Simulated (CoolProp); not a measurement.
Vapour pressure (bar) of methane: the reference equation beside estimates from Tc = 190.6 K, pc = 45.99 bar, ω = 0.011. Clausius-Clapeyron is anchored at 157.3 K with a constant enthalpy of vaporisation of 6.162 kJ/mol.

Model: reference Helmholtz-energy equation of state, Setzmann 1991, in CoolProp.

| T (K) | reference | Clausius-Clapeyron | Redlich-Kwong | Peng-Robinson |
|---|---|---|---|---|
| 150.2 | 10.49 | 11.41 | 10.17 | 10.57 |
| 152.5 | 11.62 | 12.30 | 11.34 | 11.71 |
| 154.9 | 12.90 | … | 12.65 | 12.99 |
| 157.3 | 14.26 | 14.26 | 14.07 | … |
| 159.6 | 15.67 | … | 15.53 | 15.79 |
| 162 | 17.24 | … | 17.16 | 17.37 |
| 164.3 | 18.84 | 17.43 | 18.82 | 19.00 |
| 166.7 | 20.63 | … | 20.67 | 20.80 |
| 169.1 | 22.54 | 19.81 | 22.64 | 22.72 |
| 171.4 | … | 21.01 | … | 24.68 |
| 173.8 | 26.64 | 22.31 | 26.85 | 26.86 |
| 176.2 | 28.93 | 23.64 | … | 29.16 |
| 178.5 | 31.26 | 24.96 | 31.55 | 31.50 |
| 180.9 | 33.84 | 26.37 | 34.14 | 34.07 |

Problem. Some entries are withheld; supply them.

Solution. 
- 154.9, Clausius-Clapeyron: 13.26
- 157.3, Peng-Robinson: 14.37
- 159.6, Clausius-Clapeyron: 15.26
- 162, Clausius-Clapeyron: 16.35
- 166.7, Clausius-Clapeyron: 18.60
- 171.4, reference: 24.48
- 171.4, Redlich-Kwong: 24.64
- 176.2, Redlich-Kwong: 29.19

Absolute difference from the reference over all 14 rows, mean and median: Clausius-Clapeyron 10.4 and 9.3 %, Redlich-Kwong 1.1 and 0.9 %, Peng-Robinson 0.8 and 0.8 %.
